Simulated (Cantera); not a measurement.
Input: 1 mol Si₃H₈, 0.82 mol Cl₂, 51 mol N₂, at 1723 K and 13.3 mbar.

Equilibrium computed with Cantera from the NASA thermochemical tables; the gas is ideal and each condensed phase is pure. Candidate condensed phases: NH₄Cl, Si, Si₃N₄; 28 gas species. The feed counts by its element totals alone. The tables' values for SiCl₃, SiCl are old estimates; treat these amounts as uncertain. Rates play no part.

Base state: N₂ 0.911, H₂ 0.0647, HCl 0.0182, SiCl₂ 0.00596, H 0.000402, Cl 8.76e-5, SiCl₃ 3.54e-5, SiCl 2.86e-5 (mole fractions); condensed: Si₃N₄(s).

Task: What changes in the equilibrium state with this change: temperature from 1723 K to 1673 K?

Result: 
```csv
species,before,after
N₂,0.911,0.911
H₂,0.0647,0.0635
HCl,0.0182,0.0209
SiCl₂,0.00596,0.00466
Si,2.48e-5,5.91e-6
SiCl,2.86e-5,1.10e-5
H,0.000402,0.000249
Cl,8.76e-5,6.37e-5
"Si₃N₄(s), mol",0.891,0.915
```
